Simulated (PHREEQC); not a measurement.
Metal-bearing waste water: speciation

Solution (25 °C): 0.0081 mol/kgw CdCl2, 4.5e-05 mol/kgw MgSO4, 0.0055 mol/kgw H2SO4 and 0.007 mol/kgw NaCl. Closed to the air; pH follows from the charge balance.

Equilibrium calculation in PHREEQC: ion-association model, phreeqc.dat.

No solid was allowed to form.

**Question.** Estimate the pH, ionic strength.

**Answer.** pH 2.08; ionic strength 0.0340 mol/kgw.

**Question.** In which forms is S present?

**Answer.** SO4-2 56 %, HSO4- 27 %, CdSO4 15 %, Cd(SO4)2-2 1.0 %, NaSO4- 1.0 % of the S.

Species that the database lacks are ignored.
